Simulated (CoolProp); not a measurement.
A simple Rankine cycle with dimethyl ether: condensing at 291.15 K, boiler at 3 MPa, turbine inlet 518.3 K, turbine efficiency 0.65, pump efficiency 0.7, no recuperator. Each further row changes one setting.

Model: reference Helmholtz-energy equation of state, Wu 2011, in CoolProp.

| case | thermal efficiency (%) | net work (kJ/kg) | heat in (kJ/kg) | turbine exit temperature (K) | volume ratio over the turbine |
|---|---|---|---|---|---|
| as stated | 11.5 | [?] | 793 | 458.5 | 5.93 |
| condensing temperature 283.15 K | [?] | [?] | 812 | [?] | [?] |
| boiler pressure 2.1 MPa | 9.6 | [?] | 804 | 471.3 | [?] |
| turbine efficiency 0.55 | 9.6 | 76.4 | 793 | 466.1 | 6.04 |

### Question
Fill in the missing entries.

### Answer

- as stated, net work (kJ/kg): 91.2
- condensing temperature 283.15 K, thermal efficiency (%): 12.7
- condensing temperature 283.15 K, net work (kJ/kg): 103
- condensing temperature 283.15 K, turbine exit temperature (K): 451.5
- condensing temperature 283.15 K, volume ratio over the turbine: 7.53
- boiler pressure 2.1 MPa, net work (kJ/kg): 76.9
- boiler pressure 2.1 MPa, volume ratio over the turbine: 4.16
